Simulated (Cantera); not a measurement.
Cantera run:

```python
import numpy as np
import cantera as ct

gas_names = """
    B BH BH2 BH3 BN BO BO2 B2 B2O B2O2 B2O3 B3O3H3 H HBO HBO2 HNO HNO2 HNO3 HO2 H2 H2O H2O2 H3B3O6 N NH
    NH2 NH3 NH2OH NO NO2 NO3 N2 N2H2 N2H4 N2O O OH O2 O3
""".split()
cond_names = """
    B(b) B(L) BN(s) B2O3(L) B3O3H3(cr) H2O(s) H2O(L)
""".split()


# ... load() reads the species with a 1 bar reference pressure and builds the phases ...
atoms = {
    'borazine': {'B': 3, 'N': 3, 'H': 6},
    'H2O': {'H': 2, 'O': 1},
    'N2': {'N': 2},
}
top_T = {'BN(s)': 3200}  # K; cautious upper limits of use, not melting points


# ... equilibrate(T, P, feed) seeds the gas with the atoms and calls Mixture.equilibrate('TP', solver="vcs", rtol=1e-11, max_steps=5000) ...
results = []
feed = {'borazine': 1, 'H2O': 8.8, 'N2': 55}  # mol
T = 1600  # K
P = 1000  # Pa
mix = equilibrate(T, P, feed)
results.append((T, P, feed, dict(zip(mix.species_names, mix.species_moles))))
print(gas.report(threshold=0.001))
for i in range(1, mix.n_phases):
    print(f"{mix.phase(i).name:16s} {mix.phase_moles(i):12.5e} mol")
```

Result:

```
       temperature   1600 K
          pressure   1000 Pa
           density   0.0019166 kg/m^3
  mean mol. weight   25.496 kg/kmol
   phase of matter   gas

                          1 kg             1 kmol
                     ---------------   ---------------
          enthalpy         3.978e+05        1.0142e+07  J
   internal energy       -1.2397e+05       -3.1607e+06  J
           entropy             11208        2.8575e+05  J/K
    Gibbs function       -1.7534e+07       -4.4706e+08  J
 heat capacity c_p            1452.4             37031  J/K
 heat capacity c_v            1126.3             28716  J/K

                      mass frac. Y      mole frac. X     chem. pot. / RT
                     ---------------   ---------------   ---------------
              B2O3         0.0048088         0.0017611           -116.51
              HBO2          0.067619          0.039347           -84.502
                H2         0.0084806           0.10725           -25.631
               H2O          0.029656          0.041972            -52.49
                N2           0.88931           0.80938           -31.029
     [  +34 minor]        0.00012702        0.00028656

B(b)              0.00000e+00 mol
BN(s)             0.00000e+00 mol
B2O3(L)           0.00000e+00 mol
B3O3H3(cr)        0.00000e+00 mol
```

These are equilibrium values from Cantera (NASA tables, ideal gas, pure condensed phases), not measurements of a reactor. The feed counts by its element totals alone. Gases not in the tables: H3BO3.
